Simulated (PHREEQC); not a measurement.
Dissolve 31 mmol/kgw HNO3, 0.83 mmol/kgw ZnSO4 and 0.22 mmol/kgw MnSO4 at 49 °C. Closed to the air; pH follows from the charge balance.

Model: ion-association model, phreeqc.dat, run in PHREEQC.

No solid was allowed to form.

What pH, specific conductance does the model give?

pH 1.58; specific conductance 18300 µS/cm.

In which forms is Mn present?

Mn+2 98 %, MnSO4 1.9 % of the Mn.

Constants without temperature data keep their 25 °C values here.
